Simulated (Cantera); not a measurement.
Source: NASA polynomial tables (part measured, part estimated), evaluated in Cantera. Values are per mole of reaction as written; species without (g) are pure solids or liquids, kept so even where they would boil at 1 bar. The tables' values for BOCl are old estimates.

Question: Between 2723 and 2973 K, where is each reaction favourable under standard conditions?
- 6 BOCl(g) = 2 BCl₃(g) + 2 B₂O₂(g) + O₂(g)
- O₂(g) + 2 BCl₃(g) = 2 Cl₂(g) + 2 BOCl(g)
- B₂O₃(g) + Cl₂(g) = 2 BOCl(g) + O(g)

Answer: 
- 6 BOCl(g) = 2 BCl₃(g) + 2 B₂O₂(g) + O₂(g): ΔG° is 589 kJ at 2723 K and 626 kJ at 2973 K; it stays positive (K < 1). ΔH° is 192 kJ and ΔS° -146 J/K at 2973 K.
- O₂(g) + 2 BCl₃(g) = 2 Cl₂(g) + 2 BOCl(g): ΔG° is -189 kJ at 2723 K and -221 kJ at 2973 K; it stays negative (K > 1). ΔH° is 166 kJ and ΔS° 130 J/K at 2973 K.
- B₂O₃(g) + Cl₂(g) = 2 BOCl(g) + O(g): ΔG° is 81 kJ at 2723 K and 47 kJ at 2973 K; it stays positive (K < 1). ΔH° is 457 kJ and ΔS° 138 J/K at 2973 K.
